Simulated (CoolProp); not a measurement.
Dodecamethylcyclohexasiloxane (D6) along the isotherm 346.85 °C: fugacity coefficient from the reference equation and from simpler models built on Tc = 372.6 °C, pc = 9.614 bar, ω = 0.736; each cubic takes its own stable root.

Model: reference Helmholtz-energy equation of state, Colonna 2008, in CoolProp. It is a short technical equation, of lower accuracy than the large ones.

| p (bar) | phase | reference | van der Waals | Redlich-Kwong | Peng-Robinson |
|---|---|---|---|---|---|
| 1.5 | gas | 0.9266 | [?] | 0.9408 | 0.9320 |
| 3 | gas | 0.8562 | 0.8983 | 0.8826 | 0.8658 |
| 4.51 | gas | 0.7880 | 0.8471 | 0.8245 | 0.8005 |
| 6.01 | gas | 0.7215 | [?] | 0.7666 | 0.7357 |
| 7.51 | liquid | 0.6166 | [?] | 0.7065 | 0.6357 |
| 9.01 | liquid | [?] | 0.6637 | 0.6118 | 0.5437 |
| 10.5 | liquid | 0.4637 | 0.5921 | 0.5413 | 0.4783 |
| 12 | liquid | 0.4159 | 0.5378 | 0.4877 | 0.4288 |
| 13.5 | liquid | [?] | 0.4957 | 0.4461 | 0.3904 |
| 15 | liquid | 0.3491 | 0.4621 | 0.4128 | 0.3597 |
| 16.5 | liquid | 0.3249 | 0.4349 | 0.3856 | 0.3346 |
| 18 | liquid | 0.3049 | 0.4124 | 0.3630 | 0.3138 |
| 19.5 | liquid | 0.2881 | 0.3935 | 0.3440 | 0.2962 |
| 21 | liquid | 0.2737 | 0.3777 | 0.3278 | 0.2812 |
| 22.5 | liquid | 0.2614 | 0.3641 | 0.3138 | [?] |
| 24 | liquid | 0.2506 | 0.3525 | 0.3017 | 0.2570 |

Problem. Fill in the missing entries.

Solution. 
- 1.5, van der Waals: 0.9491
- 6.01, van der Waals: 0.7953
- 7.51, van der Waals: 0.7413
- 9.01, reference: 0.5272
- 13.5, reference: 0.3787
- 22.5, Peng-Robinson: 0.2683

At some of these states van der Waals, Redlich-Kwong gives the other phase, because its saturation line lies elsewhere.
